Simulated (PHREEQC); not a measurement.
Make-up at 80 °C: 17.5 mmol/kgw (NH4)2SO4. Closed to the air; pH follows from the charge balance.

Model: ion-association model, phreeqc.dat, run in PHREEQC.

No solid was allowed to form.

Problem. Order these S species by the share of S that they hold, largest first: SO4-2, HSO4-, NH4SO4-.

Solution. SO4-2 (85 %), NH4SO4- (15 %), HSO4- (0.17 %)

Problem. Order these N species by the share of N that they hold, largest first: NH4+, NH4SO4-, NH3.

Solution. NH4+ (92 %), NH4SO4- (7.4 %), NH3 (0.11 %)

The pH is 5.04 and the ionic strength 0.0472 mol/kgw. At this temperature some constants are extrapolated from 25 °C, and those without enthalpy data are left unchanged.
